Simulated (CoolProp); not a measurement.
Dodecamethylcyclohexasiloxane (D6) along the isobar 0.528 MPa: fugacity coefficient from the reference equation and from simpler models built on Tc = 645.8 K, pc = 0.9614 MPa, ω = 0.736; each cubic takes its own stable root.

Computed with CoolProp (reference Helmholtz-energy equation of state, Colonna 2008). It is a short technical equation, of lower accuracy than the large ones.

| T (K) | phase | reference | van der Waals | Redlich-Kwong |
|---|---|---|---|---|
| 392.5 | liquid | 0.003718 | 0.1755 | 0.04546 |
| 408.8 | liquid | 0.007544 | 0.2155 | 0.06726 |
| 425 | liquid | 0.01416 | 0.2598 | 0.09541 |
| 441.3 | liquid | 0.02500 | 0.3088 | 0.1310 |
| 457.5 | liquid | 0.04157 | 0.3618 | 0.1740 |
| 473.8 | liquid | 0.06590 | 0.4190 | 0.2253 |
| 490 | liquid | 0.09964 | 0.4795 | 0.2844 |
| 506.3 | liquid | 0.1451 | 0.5435 | 0.3518 |
| 522.5 | liquid | 0.2033 | 0.6097 | 0.4261 |
| 538.8 | liquid | 0.2763 | 0.6784 | 0.5076 |
| 555 | liquid | 0.3637 | 0.7480 | 0.5942 |
| 571.3 | liquid | 0.4667 | 0.7798 | 0.6856 |
| 587.5 | liquid | 0.5826 | 0.7948 | 0.7591 |
| 603.8 | liquid | 0.7104 | 0.8084 | 0.7781 |
| 620 | gas | 0.7538 | 0.8207 | 0.7949 |

At some of these states van der Waals, Redlich-Kwong gives the other phase, because its saturation line lies elsewhere.
